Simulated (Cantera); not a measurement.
An isothermal, constant-pressure homogeneous reactor starts with C2H6 : H2 = 1 : 26 (molar parts), at 1448 K and 0.0133 bar.

Cantera simulation using GRI-Mech 3.0 (53 species, 325 reactions); the numbers are that mechanism's predictions, not measurements. GRI-Mech 3.0 stops at C3 and has no aromatics, soot or wall deposition, so with more carbon than oxygen in the feed, carbon stays in small species such as C2H2 where larger ones or solid carbon would form. Radical loss at walls, strong at low pressure, is not modelled.

x: mole fraction; the columns are a selection and need not sum to one.

| t (s) | x C2H6 | x H2 | x CH3 | x C2H | x CH4 | x H | x C2H4 |
|---|---|---|---|---|---|---|---|
| 2.00e-6 | 0.0370 | 0.963 | 5.21e-6 | <1e-12 | 5.70e-8 | 5.65e-8 | 6.09e-11 |
| 2.00e-5 | 0.0370 | 0.963 | 4.74e-5 | <1e-12 | 5.34e-6 | 4.31e-6 | 1.08e-7 |
| 0.000200 | 0.0364 | 0.963 | 0.000246 | <1e-12 | 0.000326 | 0.000133 | 0.000198 |
| 0.00200 | 0.0132 | 0.951 | 0.00177 | 7.54e-10 | 0.0209 | 0.00101 | 0.0111 |
| 0.0200 | 1.22e-5 | 0.944 | 0.000257 | (withheld) | 0.0381 | 0.000317 | 0.00769 |
| 0.200 | 1.74e-6 | 0.945 | 5.57e-5 | 1.46e-9 | 0.0379 | 6.90e-5 | 0.00201 |
| 2.00 | 1.23e-6 | 0.945 | 4.85e-5 | 1.47e-9 | 0.0374 | 6.09e-5 | 0.000133 |
| 20.0 | 1.00e-6 | 0.948 | 4.40e-5 | (withheld) | 0.0332 | 6.26e-5 | 0.000139 |
| 200 | 2.35e-7 | 0.958 | 2.16e-5 | (withheld) | 0.0143 | 7.18e-5 | 0.000176 |

Question: What belongs in the gaps?

Answer: 
- 0.0200, x C2H: 4.14e-9
- 20.0, x C2H: 1.68e-9
- 200, x C2H: 2.80e-9
